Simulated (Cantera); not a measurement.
What does this Cantera script print?

```python
import numpy as np
import cantera as ct

gas_names = [...]  # 113 gases of nasa_gas.yaml made of C, Cu, H, O
cond_names = """
    C(gr) C6H6(L) C7H8(L) C8H18(L),n-octa Cu(cr) Cu(L) CuO(s) CuO2H2(s) Cu2O(s) Cu2O(L) H2O(s) H2O(L)
""".split()


# ... load() reads the species with a 1 bar reference pressure and builds the phases ...
atoms = {
    'CuO': {'Cu': 1, 'O': 1},
    'CO': {'C': 1, 'O': 1},
    'H2': {'H': 2},
    'C': {'C': 1},
}
top_T = {'C(gr)': 4500, 'CuO(s)': 1390}  # K; cautious upper limits of use, not melting points


# ... equilibrate(T, P, feed) seeds the gas with the atoms and calls Mixture.equilibrate('TP', solver="vcs", rtol=1e-11, max_steps=5000) ...
results = []
feed = {'CuO': 1, 'CO': 11, 'H2': 2.4, 'C': 0.46}  # mol
T = 2348.15  # K
for P in [10, 100, 1000, 10000, 100000, 1000000]:
    mix = equilibrate(T, P, feed)
    results.append((T, P, feed, dict(zip(mix.species_names, mix.species_moles))))
    x = sorted(zip(gas.X, gas.species_names), reverse=True)
    print(f"T = {T:g} K  P = {P:g} Pa  gas = {mix.phase_moles(0):.4g} mol")
    print("   x: " + "  ".join(f"{s} {v:.3e}" for v, s in x if v > 1e-06))
    print("   condensed (mol): " + ("  ".join(f"{mix.phase(i).name} {mix.phase_moles(i):.4g}"
          for i in range(1, mix.n_phases) if mix.phase_moles(i) > 1e-12) or "none"))
```

Output:

```
T = 2348.15 K  P = 10 Pa  gas = 16.97 mol
   x: CO 6.654e-01  H 2.144e-01  Cu 5.892e-02  H2 3.009e-02  O 1.516e-02  CO2 9.870e-03  OH 3.146e-03  H2O 2.568e-03  O2 5.379e-04  CuO 1.093e-06
   condensed (mol): none
T = 2348.15 K  P = 100 Pa  gas = 15.81 mol
   x: CO 7.076e-01  H 1.124e-01  H2 8.271e-02  Cu 6.324e-02  CO2 1.715e-02  H2O 1.154e-02  OH 2.696e-03  O 2.477e-03  O2 1.437e-04  CuO 1.917e-06
   condensed (mol): none
T = 2348.15 K  P = 1000 Pa  gas = 15.2 mol
   x: CO 7.364e-01  H2 1.195e-01  Cu 6.579e-02  H 4.272e-02  CO2 1.771e-02  H2O 1.654e-02  OH 1.016e-03  O 2.457e-04  O2 1.413e-05  Cu2 7.200e-06  CuO 1.978e-06
   condensed (mol): none
T = 2348.15 K  P = 10000 Pa  gas = 14.97 mol
   x: CO 7.480e-01  H2 1.348e-01  Cu 6.665e-02  H2O 1.818e-02  CO2 1.753e-02  H 1.435e-02  OH 3.327e-04  Cu2 7.390e-05  O 2.395e-05  CuO 1.954e-06  O2 1.343e-06
   condensed (mol): none
T = 2348.15 K  P = 100000 Pa  gas = 14.88 mol
   x: CO 7.525e-01  H2 1.402e-01  Cu 6.574e-02  H2O 1.871e-02  CO2 1.746e-02  H 4.627e-03  Cu2 7.190e-04  OH 1.062e-04  O 2.370e-06  CuO 1.907e-06
   condensed (mol): none
T = 2348.15 K  P = 1e+06 Pa  gas = 13.96 mol
   x: CO 8.021e-01  H2 1.510e-01  H2O 2.009e-02  CO2 1.855e-02  Cu 6.669e-03  H 1.519e-03  Cu2 7.399e-05  OH 3.474e-05  HCO 2.218e-06
   condensed (mol): Cu(L) 0.9048
```

Method: chemical equilibrium by Gibbs-energy minimisation in Cantera with the NASA 1993 tables (ideal gas, pure condensed phases).
